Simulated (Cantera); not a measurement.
Input: 1 mol SiC, 0.15 mol O2, 48 mol H2, equilibrated at 1677 °C and 0.0133 bar.

Method: chemical equilibrium by Gibbs-energy minimisation in Cantera with the NASA 1993 tables (ideal gas, pure condensed phases). Candidate condensed phases: C, C6H6, C7H8, C8H18, H2O, Si, SiC, SiO2; 123 gas species. Gases not in the tables: Si2H6 and higher silanes. Rates play no part.

Base state: H2 0.983, H 0.00984, CO 0.00353, SiO 0.00265, Si 0.000771, SiH 6.76e-5, SiH2 3.37e-5, Si2C 1.70e-5 (mole fractions); condensed: SiC(s).

Problem. What changes in the equilibrium state with this change: temperature from 1677 °C to 1377 °C?

Solution. 
| species | before | after |
|---|---|---|
| H2 | 0.983 | 0.993 |
| CO | 0.00353 | 0.00311 |
| SiO | 0.00265 | 0.00310 |
| H | 0.00984 | 0.000784 |
| Si | 0.000771 | 4.24e-6 |
| Si2C | 1.70e-5 | 1.87e-8 |
| SiH | 6.76e-5 | 8.90e-7 |
| SiH2 | 3.37e-5 | 1.81e-6 |
| SiC(s), mol | 0.827 | 0.850 |
